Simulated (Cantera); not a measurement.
Feed: 1 mol SiC, 1.2 mol N₂O, 5.3 mol N₂, 0.067 mol H₂O, equilibrated at 0.133 bar.

Cantera equilibrium calculation (NASA polynomials, part measured and part estimated; ideal gas, pure solids and liquids). Candidate condensed phases: C, C₆H₆, C₇H₈, C₈H₁₈, H₂O, Si, SiC, SiO₂, Si₂N₂O, Si₃N₄; 151 gas species. Mutual solubility and eutectic melting of coexisting phases are not modelled. The tables hold silica as quartz up to 1696 K and as liquid above; real silica turns to tridymite and cristobalite and melts near 1996 K. Rates play no part.

**Question.** At 1200 K, list the 3 most abundant gas species with their mole fractions, and the condensed phases.

**Answer.** N₂ 0.940, CO 0.0497, H₂ 0.0102. Condensed: C(graphite) + SiO₂(β-quartz) + Si₂N₂O(s).
